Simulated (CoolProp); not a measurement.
Vapour-liquid equilibrium of toluene (1) + ethylbenzene (2) at 548.3 K; x and y are mole fractions of (1).

Model: multi-fluid Helmholtz-energy mixture model, Lemmon 2006 and Zhou 2012; pair parameters Bell 2016, in CoolProp.

```json
[
 {"x": "0.05", "bubble pressure (MPa)": "1.526", "y at the bubble point": "0.067", "dew pressure at overall composition x (MPa)": "1.516", "liquid density (mol/L)": "5.572"},
 {"x": "0.2", "bubble pressure (MPa)": "1.647", "y at the bubble point": "0.250", "dew pressure at overall composition x (MPa)": "1.613", "liquid density (mol/L)": "5.641"},
 {"x": "0.35", "bubble pressure (MPa)": "1.768", "y at the bubble point": "0.415", "dew pressure at overall composition x (MPa)": "1.718", "liquid density (mol/L)": "5.712"},
 {"x": "0.5", "bubble pressure (MPa)": "1.892", "y at the bubble point": "0.567", "dew pressure at overall composition x (MPa)": "1.835", "liquid density (mol/L)": "5.781"},
 {"x": "0.65", "bubble pressure (MPa)": "2.023", "y at the bubble point": "0.709", "dew pressure at overall composition x (MPa)": "1.966", "liquid density (mol/L)": "5.847"},
 {"x": "0.8", "bubble pressure (MPa)": "2.164", "y at the bubble point": "0.840", "dew pressure at overall composition x (MPa)": "2.119", "liquid density (mol/L)": "5.904"},
 {"x": "0.95", "bubble pressure (MPa)": "2.319", "y at the bubble point": "0.962", "dew pressure at overall composition x (MPa)": "2.302", "liquid density (mol/L)": "5.947"}
]
```

No azeotrope shows between x = 0.05 and 0.95.

Pair parameters are fitted to limited data, so mixtures are less certain than the pure fluids.
